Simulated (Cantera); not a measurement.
A perfectly stirred reactor is fed with CH4 : O2 : N2 = 1 : 1.18 : 4.42 (molar parts), equivalence ratio 1.7, at 210 Torr; it is adiabatic with a 650 K inlet, and is followed from long to short residence time, starting on the burning branch (τ in s: 0.44, 0.16, 0.058, 0.021, 0.0077, 0.0028, 0.001, 0.00037, 0.00013, 4.9e-05, 1.8e-05).

Detailed kinetics in Cantera: GRI-Mech 3.0 (53 species, 325 reactions).

Q: Predict: blow-out, bracketed by the residence times tried; x(CH4) at τ = 0.440 s; x(O2) at τ = 0.440 s; x(CH2O) at τ = 0.440 s; x(HO2) at τ = 0.440 s; x(HCO) at τ = 0.440 s; x(CH4) at τ = 2.80 ms; x(O2) at τ = 2.80 ms; x(CH2O) at τ = 2.80 ms; x(HO2) at τ = 2.80 ms; x(HCO) at τ = 2.80 ms.

A: 
```json
{
  "blow_out_bracketed_by_the_residence_times_tried": "burning at 1.00 ms, out at 0.370 ms",
  "x(CH4) at τ = 0.440 s": "0.000192",
  "x(O2) at τ = 0.440 s": "5.03e-5",
  "x(CH2O) at τ = 0.440 s": "1.37e-6",
  "x(HO2) at τ = 0.440 s": "5.29e-9",
  "x(HCO) at τ = 0.440 s": "7.05e-8",
  "x(CH4) at τ = 2.80 ms": "0.00323",
  "x(O2) at τ = 2.80 ms": "0.00381",
  "x(CH2O) at τ = 2.80 ms": "6.57e-5",
  "x(HO2) at τ = 2.80 ms": "8.63e-7",
  "x(HCO) at τ = 2.80 ms": "4.69e-6"
}
```
